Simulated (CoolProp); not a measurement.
Vapour-liquid equilibrium of R143a (1) + R236FA (2) at 41.15 °C; x and y are mole fractions of (1).

The numbers come from the multi-fluid Helmholtz-energy mixture model, Lemmon and Jacobsen 2000 and Pan 2012; pair parameters Bell 2016 in CoolProp.

```tsv
x	bubble pressure (bar)	y at the bubble point	dew pressure at overall composition x (bar)	liquid density (mol/L)
0.05	5.046	0.134	4.702	8.662
0.2	6.733	0.423	5.352	8.953
0.35	8.586	0.611	6.208	9.244
0.5	10.61	0.743	7.385	9.528
0.65	12.81	0.840	9.101	9.791
0.8	15.22	0.916	11.81	10.01
0.95	17.86	0.980	16.53	10.15
```

No azeotrope shows between x = 0.05 and 0.95.

Pair parameters are fitted to limited data, so mixtures are less certain than the pure fluids.
